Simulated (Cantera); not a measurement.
Input: 1 mol Fe₃O₄, 15 mol CO, 0.5 mol N₂, held at 1.00 mbar.

Equilibrium computed with Cantera from the NASA thermochemical tables; the gas is ideal and each condensed phase is pure. Candidate condensed phases: C, Fe, Fe(CO)₅, FeO, Fe₂O₃, Fe₃O₄; 27 gas species. The tables' stoichiometric FeO is somewhat more stable than real wüstite, so its field is too wide. FeO: taken at fixed stoichiometry. Kinetics and transport are ignored. All values below are at 1000 K.

Base state: CO 0.770, CO₂ 0.198, N₂ 0.0323 (mole fractions); condensed: Fe(α) + FeO(s).

Question: What changes in the equilibrium state with this change: Fe₃O₄ replaced by Cu₂O?

Answer: 
```
species      before   after
-----------  ------  ------
CO            0.770   0.903
CO₂           0.198  0.0645
N₂           0.0323  0.0323
Fe(α), mol     2.06       0
FeO(s), mol   0.938       0
Cu(s), mol        0    2.00
```
Further candidate phases: Cu, CuO, Cu₂O.
